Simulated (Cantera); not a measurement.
Gas mixture: 100 % N₂O, at 13.5 Torr, frozen composition.

Cantera's kinetic-theory transport with the Lennard-Jones parameters of GRI-Mech 3.0, ideal gas; thermal conductivity in the mixture-averaged form. The composition is frozen, though it would react at the higher temperatures.

One state of this run: ρ (kg/m³) = 0.0136; cp (J/kg/K) = 1150; μ (µPa s) = 30.8; λ (mW/m/K) = 47.9; Pr = 0.739; D (cm²/s) C₂H₂ = 32.6; D (cm²/s) H = 253; D (cm²/s) H₂O = 48.0. D: mixture-averaged diffusion coefficient of that species in the mixture.

Task: Which value of T (K) does it belong to?
A) 700
B) 1150
C) 1000
D) 400

Result: A, 700
